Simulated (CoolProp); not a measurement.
A Linde-Hampson liquefier for dry air: isothermal reversible compression at 230 K from 1 atm to 5 MPa, throttling to 1 atm, return gas leaving the recuperator 5 K below the feed. Each further row changes one setting.

The numbers come from the reference Helmholtz-energy equation of state, Lemmon 2000 in CoolProp. It is a pseudo-pure fit of the blend.

| case | liquid yield per pass | compression work (kJ/kg of gas) |
|---|---|---|
| as stated | 0.039 | 253 |
| high pressure 10 MPa | 0.090 | 295 |
| warm-end temperature 260 K | 0.025 | 288 |
| warm-end gap 10 K | 0.025 | 253 |
